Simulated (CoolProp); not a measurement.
A simple Rankine cycle with R1336mzz(Z): condensing at 301.15 K, boiler at 0.504 MPa, turbine inlet 399.3 K, turbine efficiency 0.9, pump efficiency 0.6, no recuperator. Each further row changes one setting.

The numbers come from the reference Helmholtz-energy equation of state, McLinden 2020 in CoolProp.

| case | thermal efficiency (%) | net work (kJ/kg) | heat in (kJ/kg) | turbine exit temperature (K) | volume ratio over the turbine |
|---|---|---|---|---|---|
| as stated | 11.5 | 29.1 | 254 | 363.1 | 6.02 |
| turbine inlet 419.3 K | 11.3 | 31.0 | … | 383.1 | 5.96 |
| condensing temperature 293.15 K | … | 34.1 | 263 | 357.5 | 8.18 |
| boiler pressure 0.353 MPa | 9.4 | 24.1 | 256 | … | 4.17 |
| turbine efficiency 0.8 | 10.2 | 25.8 | 254 | 366.5 | … |

Task: Some entries are withheld; supply them.

Result: 
- turbine inlet 419.3 K, heat in (kJ/kg): 275
- condensing temperature 293.15 K, thermal efficiency (%): 13.0
- boiler pressure 0.353 MPa, turbine exit temperature (K): 371.0
- turbine efficiency 0.8, volume ratio over the turbine: 6.08
